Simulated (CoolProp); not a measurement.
Propylene at several states: fugacity coefficient from the reference equation and from simpler models built on Tc = 364.2 K, pc = 4.555 MPa, ω = 0.146; each cubic takes its own stable root.

Model: reference Helmholtz-energy equation of state, Lemmon 2013, in CoolProp.

```tsv
T (K)	p (MPa)	phase	reference	Redlich-Kwong	Peng-Robinson
415.3	0.6	gas	…	…	…
525.6	0.52	gas	0.9885	0.9874	0.9869
418.9	0.023	gas	0.9989	0.9989	0.9987
229.6	0.0906	gas	…	…	…
435.5	0.0156	gas	0.9993	0.9993	0.9992
```

**Question.** What belongs in the gaps?

**Answer.** 
- 415.3, reference: 0.9704
- 415.3, Redlich-Kwong: 0.9697
- 415.3, Peng-Robinson: 0.9667
- 229.6, reference: 0.9707
- 229.6, Redlich-Kwong: 0.9758
- 229.6, Peng-Robinson: 0.9737
